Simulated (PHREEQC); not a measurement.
Dissolve 0.0099 mol HCl, 0.025 mol FeSO4 and 0.3 mol MgSO4 per kg of water at 25 °C. It is in equilibrium with CO2 at log p = -3.4 (atm). Otherwise closed; pH follows from the charge balance.

Computed with PHREEQC (ion-association model, phreeqc.dat).

Precipitation was switched off in this run.

Question: Order these S species by the share of S that they hold, largest first: HSO4-, MgSO4, FeSO4, SO4-2.

Answer: MgSO4 (56 %), SO4-2 (38 %), FeSO4 (3.8 %), HSO4- (2.1 %)

The pH is 2.68 and the ionic strength 0.521 mol/kgw.
